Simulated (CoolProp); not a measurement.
A single-stage vapour-compression cycle with cyclopropane: evaporating at 305.15 K (dew point), condensing at 335.15 K (bubble point), superheat 10 K, subcooling 2 K, compressor efficiency 0.65, no pressure losses. Each further row changes one setting.

The numbers come from the reference Helmholtz-energy equation of state, Polt 1992 in CoolProp. This equation is an older, rougher fit; its heat capacities, sound speeds and derivatives of the liquid may be far off and weren't checked against measurements.

```
case                              cooling COP  pressure ratio  discharge temperature (K)  refrigerating effect (kJ/kg)  volumetric capacity (kJ/m³)
--------------------------------  -----------  --------------  -------------------------  ----------------------------  ---------------------------
as stated                                5.69            2.02                      362.4                           341                         5480
evaporating temperature 310.15 K         7.06            1.78                      359.1                           345                         6270
condensing temperature 330.15 K          7.00            1.81                      355.2                           353                         5680
subcooling 7 K                           5.90            2.02                      362.4                           353                         5680
superheat 20 K                           5.69            2.02                      372.3                           358                         5480
compressor efficiency 0.55               4.82            2.02                      367.8                           341                         5480
```
